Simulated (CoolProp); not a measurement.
The fluid at 271.79 K and 6.44 MPa is throttled through a valve to 3.08 MPa with no heat exchange. The same conditions are run with several fluids, on thermodynamics alone (safety and materials aside).

Values from CoolProp's reference Helmholtz-energy equation of state of each fluid (chlorine: Thol 2021; octamethyltrisiloxane (MDM): Thol 2017; R13: Platzer 1990; n-pentane: Thol 2019; CH3F (R41): Lemmon 2006). The equations of Platzer and Polt are older, rougher fits.

### Question
Rank chlorine, octamethyltrisiloxane (MDM), R13, n-pentane, CH3F (R41) by temperature change (K), highest first.

### Answer
octamethyltrisiloxane (MDM) (+1.6), n-pentane (+1.5), chlorine (+1.1), CH3F (R41) (-0.5), R13 (-1.1)

```json
[
 {"fluid": "chlorine", "final density (kg/m³)": "1470"},
 {"fluid": "octamethyltrisiloxane (MDM)", "final density (kg/m³)": "844"},
 {"fluid": "R13", "final density (kg/m³)": "1160"},
 {"fluid": "n-pentane", "final density (kg/m³)": "649"},
 {"fluid": "CH3F (R41)", "final density (kg/m³)": "691"}
]
```
